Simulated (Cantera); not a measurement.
Cantera with NASA thermochemical tables; ideal gases at 1 bar, condensed phases pure. Values are per mole of reaction as written; species without (g) are pure solids or liquids, kept so even where they would boil at 1 bar.

Q: Between 300 and 2198 K, where is each reaction favourable under standard conditions?
- NbO2 + H2(g) ⇌ Nb + H2O2(g)

A: 
- NbO2 + H2(g) ⇌ Nb + H2O2(g): ΔG° is 633 kJ at 300 K and 528 kJ at 2198 K; it stays positive (K < 1). ΔH° is 528 kJ and ΔS° 0 J/K at 2198 K.
